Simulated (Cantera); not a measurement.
Feed: 1 mol CH₃SiH₃, 0.028 mol CH₄, 93 mol H₂, 0.018 mol C₃H₈, at 2448.15 K and 2.10 mbar.

Cantera equilibrium calculation (NASA polynomials, part measured and part estimated; ideal gas, pure solids and liquids). Candidate condensed phases: C, C₆H₆, C₇H₈, C₈H₁₈, Si, SiC; 87 gas species. The feed counts by its element totals alone. Kinetics and transport are ignored.

Base state: H₂ 0.640, H 0.348, Si 0.00739, C₂H₂ (acetylene) 0.00336, SiC₂ 0.000999, C₂H 0.000117, SiH 7.76e-5, C₃ 4.91e-5 (mole fractions); condensed: gas only.

Problem. What changes in the equilibrium state with this change: pressure from 2.10 mbar to 13.3 mbar?

Solution. 
```json
[
 {"species": "H₂", "before": "0.640", "after": "0.829"},
 {"species": "H", "before": "0.348", "after": "0.157"},
 {"species": "Si", "before": "0.00739", "after": "0.00799"},
 {"species": "C₂H₂ (acetylene)", "before": "0.00336", "after": "0.00400"},
 {"species": "SiH₂", "before": "2.63e-6", "after": "2.34e-5"},
 {"species": "C₃", "before": "4.91e-5", "after": "6.80e-6"},
 {"species": "Si₂C", "before": "1.65e-5", "after": "0.000117"},
 {"species": "C", "before": "2.98e-5", "after": "4.50e-6"},
 {"species": "SiH", "before": "7.76e-5", "after": "0.000240"}
]
```
Gases not in the tables: Si₂H₆ and higher silanes.

Problem. What changes in the equilibrium state with this change: C₃H₈ from 0.018 to 0.18 mol?

Solution. 
```csv
species,before,after
H₂,0.640,0.639
H,0.348,0.347
Si,0.00739,0.00696
C₂H₂ (acetylene),0.00336,0.00488
C₄H₂,7.28e-6,1.54e-5
C₃,4.91e-5,8.61e-5
C₂H,0.000117,0.000170
SiC₂,0.000999,0.00137
C,2.98e-5,3.60e-5
```
